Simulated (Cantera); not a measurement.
Cantera with NASA thermochemical tables; ideal gases at 1 bar, condensed phases pure. Values are per mole of reaction as written; species without (g) are pure solids or liquids, kept so even where they would boil at 1 bar.

CO(g) + Pb → PbO(g) + C

```
T (K)  ΔH° (kJ)  ΔS° (J/K)  ΔG° (kJ)  log10 K    condensed phases
-----  --------  ---------  --------  -------  ------------------
423         [?]        [?]       [?]      [?]  Pb(s), C(graphite)
473       178.8      -22.2     189.3   -20.90  Pb(s), C(graphite)
523       178.3      -23.1     190.4   -19.02  Pb(s), C(graphite)
573       177.9      -23.8     191.6   -17.46  Pb(s), C(graphite)
623       172.7      -32.5     193.0   -16.18  Pb(l), C(graphite)
673         [?]        [?]       [?]      [?]  Pb(l), C(graphite)
```

**Question.** What belongs in the gaps?

**Answer.** 
- 423, ΔH° (kJ): 179.3
- 423, ΔS° (J/K): -21.1
- 423, ΔG° (kJ): 188.2
- 423, log10 K: -23.24
- 673, ΔH° (kJ): 172.3
- 673, ΔS° (J/K): -33.1
- 673, ΔG° (kJ): 194.6
- 673, log10 K: -15.10
